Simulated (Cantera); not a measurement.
Input: 1 mol SiF4, 1.3 mol H2O, 0.92 mol H2, held at 1025 K and 22.0 Pa.

Method: chemical equilibrium by Gibbs-energy minimisation in Cantera with the NASA 1993 tables (ideal gas, pure condensed phases). Candidate condensed phases: H2O, Si, SiO2; 38 gas species. Kinetics and transport are ignored.

Base state: HF 0.619, H2 0.241, SiF4 0.108, H2O 0.0316 (mole fractions); condensed: SiO2(β-quartz).

**Question.** What changes in the equilibrium state with this change: SiF4 replaced by TEOS?

**Answer.** 
| species | before | after |
|---|---|---|
| H2 | 0.241 | 0.787 |
| CO | 0 | 0.213 |
| CH4 | 0 | 1.00e-5 |
| HF | 0.619 | 0 |
| SiF4 | 0.108 | 0 |
| H2O | 0.0316 | 9.77e-6 |
| SiO2(β-quartz), mol | 0.590 | 1.00 |
| C(graphite), mol | 0 | 4.70 |
The feed counts by its element totals alone. Further candidate phases: C, C6H6, C7H8, C8H18, SiC.
